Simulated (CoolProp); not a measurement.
Saturation properties of hydrogen sulfide (Tc = 373.1 K, pc = 8.999 MPa, ω = 0.101).

The numbers come from the reference Helmholtz-energy equation of state, Lemmon 2006 in CoolProp. It is a short technical equation, of lower accuracy than the large ones.

```tsv
T (K)	p (MPa)	enthalpy of vaporisation (kJ/kg)	vapour Z	liquid viscosity (µPa s)	vapour viscosity (µPa s)
231.5	0.2396	523.6	0.9578	231	9.00
235.7	0.2848	518.2	0.9524	220	9.13
239.8	0.3351	512.8	0.9468	211	9.26
244	0.3933	507.1	0.9406	203	9.39
248.1	0.4572	501.4	0.9341	195	9.52
252.3	0.5305	495.4	0.9271	188	9.66
256.5	0.6124	489.2	0.9196	180	9.79
260.6	0.7011	483.0	0.9118	174	9.92
264.8	0.8015	476.5	0.9034	168	10.1
268.9	0.9095	469.9	0.8947	162	10.2
273.1	1.031	463.0	0.8853	156	10.3
```

It boils at 212.9 K under 1 atm.

Viscosity comes from a separate model (Quiñones-Cisneros 2012).
